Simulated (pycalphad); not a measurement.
CALPHAD calculation (pycalphad, COST 507 light-alloy database (1999)), 1 atm. The database dates from 1999; later assessments differ in places, in temperatures and in the compounds included. Amounts are mole fractions of atoms.

Give the equilibrium state of Mg-9.21Al-1.542Si (wt.%) at 610 K.

hcp, fraction 0.917, with 8.0 Al, <0.01 Si wt.%; ALMG_GAMMA, fraction 0.043, with 43.3 Al, no Si wt.%; MG2SI, fraction 0.040, with no Al, 36.6 Si wt.%.

Give the equilibrium state of Mg-9.21Al-1.542Si (wt.%) at 690 K.

hcp, fraction 0.960, with 9.6 Al, <0.01 Si wt.%; MG2SI, fraction 0.040, with no Al, 36.6 Si wt.%.

Database names, with the compositions (at.%) that they take in these runs: MG2SI: Mg 67 Si 33; ALMG_GAMMA: Mg 59 Al 41. An entry "none" or "no" means that the model of the phase leaves that element out.
